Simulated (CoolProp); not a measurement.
Saturation properties of acetone (Tc = 235.0 °C, pc = 46.92 bar, ω = 0.307).

Values from CoolProp's reference Helmholtz-energy equation of state, Lemmon 2006. It is a short technical equation, of lower accuracy than the large ones.

```csv
T (°C),p (bar),liquid density (kg/m³),enthalpy of vaporisation (kJ/kg),liquid cp (kJ/(kg K)),vapour Z
115.35,5.429,672.7,427.7,2.460,0.8563
123.45,6.541,661.0,415.9,2.501,0.8387
131.55,7.817,648.8,403.5,2.546,0.8197
139.75,9.293,636.0,390.2,2.595,0.7990
147.85,10.95,622.8,376.4,2.650,0.7769
155.95,12.82,609.0,361.7,2.712,0.7531
164.05,14.92,594.4,346.0,2.782,0.7274
172.25,17.30,578.7,328.9,2.867,0.6992
180.35,19.93,562.1,…,2.968,0.6690
188.45,22.85,…,290.4,3.095,0.6361
196.55,26.09,524.6,268.2,3.264,0.6000
204.65,29.69,502.6,243.0,3.509,0.5597
212.85,33.71,476.9,213.3,3.918,…
```

Task: Fill in the missing entries.

Result: 
- 180.35, enthalpy of vaporisation (kJ/kg): 310.5
- 188.45, liquid density (kg/m³): 544.2
- 212.85, vapour Z: 0.5133

It boils at 56.1 °C under 1 atm.
